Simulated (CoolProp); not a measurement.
The fluid at 298.15 K and 0.149 MPa is throttled through a valve to 0.0625 MPa with no heat exchange. The same conditions are run with several fluids, on thermodynamics alone (safety and materials aside).

Computed with CoolProp (reference Helmholtz-energy equation of state of each fluid (nitrogen: Span 2000; propylene: Lemmon 2013; isobutene: Lemmon 2005; chlorine: Thol 2021; oxygen: Schmidt 1985)).

```json
[
 {"fluid": "nitrogen", "temperature change (K)": "-0.2", "final density (kg/m³)": "0.707"},
 {"fluid": "propylene", "temperature change (K)": "-1.5", "final density (kg/m³)": "1.08"},
 {"fluid": "isobutene", "temperature change (K)": "-2.4", "final density (kg/m³)": "1.45"},
 {"fluid": "chlorine", "temperature change (K)": "-2.6", "final density (kg/m³)": "1.82"},
 {"fluid": "oxygen", "temperature change (K)": "-0.2", "final density (kg/m³)": "0.808"}
]
```
